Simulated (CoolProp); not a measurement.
Model: reference Helmholtz-energy equation of state, Jacobsen 1992, in CoolProp.

Task: For R11, give the phase and the cv (kJ/(kg K)), Joule-Thomson coefficient (K/MPa), expansivity (1/kK), viscosity (µPa s) at 372 K and 1850 kPa; 225.2 K and 494 kPa.

Result: 
- 372 K and 1850 kPa: liquid; cv 0.628, Joule-Thomson coefficient -0.0840, expansivity 2.40, viscosity 226
- 225.2 K and 494 kPa: liquid; cv 0.569, Joule-Thomson coefficient -0.523, expansivity 1.29, viscosity 1090

Viscosity comes from a separate model (Klein 1997), an estimate that may be off by 10 % or more.
